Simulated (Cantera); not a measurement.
## Thermodynamics of iron carbonyl, mercury and lead vapours, feed PbO + N2

A closed system holds: 1 mol PbO, 40 mol N2, held at 802 °C and 4280 Torr.

These are equilibrium values from Cantera (NASA tables, ideal gas, pure condensed phases), not measurements of a reactor. Candidate condensed phases: Pb, PbO, PbO2, Pb3O4; 12 gas species. Rates play no part.

```
Quantity                                Value
----------------------------------  ---------
x(N2)                                   1.000
n(PbO(yellow))                      1.000 mol
gas amount                          40.00 mol
log10 activity of Pb(l) (absent)        -2.10
log10 activity of PbO2(s) (absent)      -5.66
```
